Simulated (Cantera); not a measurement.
Standard-state values (1 bar) from the NASA 1993 polynomials, evaluated with Cantera. Values are per mole of reaction as written; species without (g) are pure solids or liquids, kept so even where they would boil at 1 bar.

### Question
Between 1223 and 2823 K, where is each reaction favourable under standard conditions?
- 2 HBO2(g) = H2O2(g) + B2O2(g)
- 2 H2O2(g) + 2 B2O3(g) = 4 HBO2(g) + O2(g)

### Answer
- 2 HBO2(g) = H2O2(g) + B2O2(g): ΔG° is 522 kJ at 1223 K and 497 kJ at 2823 K; it stays positive (K < 1). ΔH° is 546 kJ and ΔS° 17 J/K at 2823 K.
- 2 H2O2(g) + 2 B2O3(g) = 4 HBO2(g) + O2(g): ΔG° is -438 kJ at 1223 K and -589 kJ at 2823 K; it stays negative (K > 1). ΔH° is -333 kJ and ΔS° 90 J/K at 2823 K.
